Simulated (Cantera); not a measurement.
A perfectly stirred reactor is fed with H2 : O2 = 0.04 : 1 (molar parts), equivalence ratio 0.020, at 0.00280 bar; it is held at 1200 K, and followed from long to short residence time.

Model: the H2/O2 subset of GRI-Mech 3.0, which has no nitrogen chemistry, integrated in Cantera. Radical loss at walls, strong at low pressure, is not modelled. The temperature is held fixed by assumption; the heat of reaction is taken as removed at once.

x: mole fraction; the columns are a selection and need not sum to one.

```json
[
 {"τ (s)": "15", "x H2": "0.000102", "x O2": "0.956", "x O": "0.00403", "x H": "0.000295", "x OH": "…", "x H2O": "0.0383", "x H2O2": "1.25e-8"},
 {"τ (s)": "6.6", "x H2": "0.000164", "x O2": "0.953", "x O": "0.00652", "x H": "0.000610", "x OH": "…", "x H2O": "0.0379", "x H2O2": "1.37e-8"},
 {"τ (s)": "2.9", "x H2": "0.000255", "x O2": "0.949", "x O": "0.0101", "x H": "0.00118", "x OH": "…", "x H2O": "0.0372", "x H2O2": "1.45e-8"},
 {"τ (s)": "1.3", "x H2": "0.000377", "x O2": "0.945", "x O": "0.0145", "x H": "0.00203", "x OH": "…", "x H2O": "0.0364", "x H2O2": "1.51e-8"},
 {"τ (s)": "0.57", "x H2": "0.000539", "x O2": "0.939", "x O": "0.0190", "x H": "0.00312", "x OH": "…", "x H2O": "0.0354", "x H2O2": "1.55e-8"},
 {"τ (s)": "0.25", "x H2": "0.000768", "x O2": "0.935", "x O": "0.0225", "x H": "0.00417", "x OH": "…", "x H2O": "0.0344", "x H2O2": "1.63e-8"},
 {"τ (s)": "0.11", "x H2": "0.00116", "x O2": "0.933", "x O": "0.0243", "x H": "0.00503", "x OH": "…", "x H2O": "0.0334", "x H2O2": "1.81e-8"},
 {"τ (s)": "0.048", "x H2": "0.00194", "x O2": "0.933", "x O": "0.0242", "x H": "0.00576", "x OH": "…", "x H2O": "0.0320", "x H2O2": "2.18e-8"},
 {"τ (s)": "0.021", "x H2": "0.00352", "x O2": "0.934", "x O": "0.0225", "x H": "0.00634", "x OH": "…", "x H2O": "0.0298", "x H2O2": "2.81e-8"},
 {"τ (s)": "0.0094", "x H2": "0.00657", "x O2": "0.937", "x O": "0.0194", "x H": "0.00653", "x OH": "0.00453", "x H2O": "0.0264", "x H2O2": "3.64e-8"},
 {"τ (s)": "0.0041", "x H2": "0.0125", "x O2": "0.942", "x O": "0.0147", "x H": "0.00578", "x OH": "0.00480", "x H2O": "0.0206", "x H2O2": "4.28e-8"}
]
```

Problem. Fill in the missing entries.

Solution. 
- 15, x OH: 0.00110
- 6.6, x OH: 0.00140
- 2.9, x OH: 0.00174
- 1.3, x OH: 0.00209
- 0.57, x OH: 0.00241
- 0.25, x OH: 0.00271
- 0.11, x OH: 0.00301
- 0.048, x OH: 0.00341
- 0.021, x OH: 0.00395
